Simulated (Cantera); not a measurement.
Charge: 1 mol Si3N4, 0.037 mol N2, at 1 atm.

Equilibrium computed with Cantera from the NASA thermochemical tables; the gas is ideal and each condensed phase is pure. Candidate condensed phases: Si, Si3N4; 7 gas species. The tables' values for SiN are old estimates; treat these amounts as uncertain. Rates play no part.

x: gas mole fraction; n: condensed amount in mol.

```
T (°C)   x N2      x Si     x SiN    x Si2N     x Si2     x Si3       x N  n Si3N4(s)  n Si(l)
------  -----  --------  --------  --------  --------  --------  --------  ----------  -------
1577    1.000   4.56e-7   1.76e-7   1.93e-8  2.29e-10  3.80e-12  8.64e-11        1.00        0
1677    1.000   4.46e-6   1.32e-6   3.46e-7   7.76e-9  3.24e-10  4.28e-10        1.00        0
1777    1.000   3.48e-5   8.11e-6   4.63e-6   1.85e-7   1.76e-8   1.81e-9       1.000        0
1877    1.000  0.000222   4.16e-5   4.79e-5   3.21e-6   6.41e-7   6.72e-9           0     3.00
1977    0.999         ?   9.02e-5         ?         ?         ?         ?           0     3.00
2077    0.998         ?  0.000183         ?         ?         ?         ?           0     3.00
2177    0.996   0.00320  0.000350  0.000321   7.92e-5   1.39e-5   1.81e-7           0     2.99
2277    0.992   0.00676  0.000634  0.000544  0.000194   3.29e-5   4.55e-7           0     2.98
2377    0.984    0.0135   0.00110  0.000883  0.000443   7.26e-5   1.07e-6           0     2.96
2477    0.970    0.0256   0.00182   0.00138  0.000952  0.000151   2.35e-6           0     2.93
2577    0.946    0.0464   0.00288   0.00207   0.00193  0.000296   4.86e-6           0     2.88
```

### Question
Some entries are withheld; supply them.

### Answer

- 1977, x Si: 0.000585
- 1977, x Si2N: 9.58e-5
- 1977, x Si2: 1.03e-5
- 1977, x Si3: 1.97e-6
- 1977, x N: 2.22e-8
- 2077, x Si: 0.00142
- 2077, x Si2N: 0.000180
- 2077, x Si2: 2.99e-5
- 2077, x Si3: 5.47e-6
- 2077, x N: 6.62e-8
